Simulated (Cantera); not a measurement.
A closed system holds: 1 mol SiH2Cl2, 0.53 mol O3, 52 mol N2, at 675 Torr.

These are equilibrium values from Cantera (NASA tables, ideal gas, pure condensed phases), not measurements of a reactor. Candidate condensed phases: H2O, NH4Cl, Si, SiO2, Si2N2O, Si3N4; 47 gas species. N2 is the only nitrogen source here; it is nearly inert below about 1500 K, so the nitride shown seldom forms there in practice. Mutual solubility and eutectic melting of coexisting phases are not modelled. The tables hold silica as quartz up to 1696 K and as liquid above; real silica turns to tridymite and cristobalite and melts near 1996 K. Kinetics and transport are ignored.

### Question
What share of the Si ends up in condensed phases as a function of T (°C), at 527, 627, 727, 827, 927, 1027, 1127, 1227, 1327, 1427, 1527?

### Answer
| T (°C) | Si condensed (%) | as |
|---|---|---|
| 527 | 98.5 | SiO2(α-quartz) + Si2N2O(s) |
| 627 | 98.1 | SiO2(β-quartz) + Si2N2O(s) |
| 727 | 97.7 | SiO2(β-quartz) + Si2N2O(s) |
| 827 | 97.3 | SiO2(β-quartz) + Si2N2O(s) |
| 927 | 97.0 | SiO2(β-quartz) + Si2N2O(s) |
| 1027 | 96.6 | SiO2(β-quartz) + Si2N2O(s) |
| 1127 | 96.2 | SiO2(β-quartz) + Si2N2O(s) |
| 1227 | 95.6 | SiO2(β-quartz) + Si2N2O(s) |
| 1327 | 94.2 | SiO2(β-quartz) + Si2N2O(s) |
| 1427 | 90.1 | SiO2(condensed) + Si2N2O(s) |
| 1527 | 75.6 | SiO2(condensed) + Si2N2O(s) |
